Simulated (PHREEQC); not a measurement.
A solution holds 85 mmol/kgw H2SO4 and 16 mmol/kgw CuSO4, at 25 °C. Closed to the air; pH follows from the charge balance.

All values are PHREEQC results (ion-association model, wateq4f.dat), not measurements.

```json
{
  "pH": "1.11",
  "ionic_strength": "0.151 mol/kgw",
  "total_alkalinity": "-170 meq/kg"
}
```

| species | molality | activity | log γ |
|---|---|---|---|
| H+ | 0.0967 | 0.0782 | -0.092 |
| HSO4- | 0.0733 | 0.0549 | -0.126 |
| SO4-2 | 0.0223 | 0.00722 | -0.490 |
| Cu+2 | 0.0106 | 0.00378 | -0.449 |
| CuSO4 | 0.00538 | 0.00557 | 0.015 |

Precipitation was switched off in this run.
